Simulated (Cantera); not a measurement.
Source: NASA polynomial tables (part measured, part estimated), evaluated in Cantera. Values are per mole of reaction as written; species without (g) are pure solids or liquids, kept so even where they would boil at 1 bar.

**Question.** Between 300 and 2973 K, where is each reaction favourable under standard conditions?
- 5 H₂(g) + Ta₂O₅ ⇌ 5 H₂O(g) + 2 Ta
- 2 Ta₂O₅ + 5 H₂(g) ⇌ 4 Ta + 10 OH(g)
- 2 Ta₂O₅ + H₂(g) ⇌ H₂O₂(g) + 4 TaO₂(g)

**Answer.** 
- 5 H₂(g) + Ta₂O₅ ⇌ 5 H₂O(g) + 2 Ta: ΔG° is 768 kJ at 300 K and 495 kJ at 2973 K; it stays positive (K < 1). ΔH° is 531 kJ and ΔS° 12 J/K at 2973 K.
- 2 Ta₂O₅ + 5 H₂(g) ⇌ 4 Ta + 10 OH(g): ΔG° is 4166 kJ at 300 K and 1745 kJ at 2973 K; it stays positive (K < 1). ΔH° is 3940 kJ and ΔS° 738 J/K at 2973 K.
- 2 Ta₂O₅ + H₂(g) ⇌ H₂O₂(g) + 4 TaO₂(g): ΔG° is 2871 kJ at 300 K and 905 kJ at 2973 K; it stays positive (K < 1). ΔH° is 2525 kJ and ΔS° 545 J/K at 2973 K.
